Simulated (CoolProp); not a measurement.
Properties of n-perfluorobutane at several states (Tc = 113.2 °C, pc = 2.322 MPa, ω = 0.372).

Model: reference Helmholtz-energy equation of state, Gao 2022, in CoolProp.

```json
[
 {"T (°C)": "79.95", "p (MPa)": "1.54", "phase": "liquid", "Joule-Thomson coefficient (K/MPa)": "[?]", "expansivity (1/kK)": "[?]"},
 {"T (°C)": "54.15", "p (MPa)": "0.0427", "phase": "gas", "Joule-Thomson coefficient (K/MPa)": "[?]", "expansivity (1/kK)": "3.163"},
 {"T (°C)": "142.85", "p (MPa)": "5.28", "phase": "supercritical", "Joule-Thomson coefficient (K/MPa)": "2.538", "expansivity (1/kK)": "10.31"},
 {"T (°C)": "129.45", "p (MPa)": "0.0385", "phase": "gas", "Joule-Thomson coefficient (K/MPa)": "6.335", "expansivity (1/kK)": "2.525"},
 {"T (°C)": "112.45", "p (MPa)": "0.328", "phase": "gas", "Joule-Thomson coefficient (K/MPa)": "[?]", "expansivity (1/kK)": "3.072"},
 {"T (°C)": "-99.65", "p (MPa)": "2.09", "phase": "liquid", "Joule-Thomson coefficient (K/MPa)": "[?]", "expansivity (1/kK)": "1.869"}
]
```

**Question.** Some entries are withheld; supply them.

**Answer.** 
- 79.95, Joule-Thomson coefficient (K/MPa): 0.6206
- 79.95, expansivity (1/kK): 5.679
- 54.15, Joule-Thomson coefficient (K/MPa): 10.45
- 112.45, Joule-Thomson coefficient (K/MPa): 7.552
- -99.65, Joule-Thomson coefficient (K/MPa): -0.3473
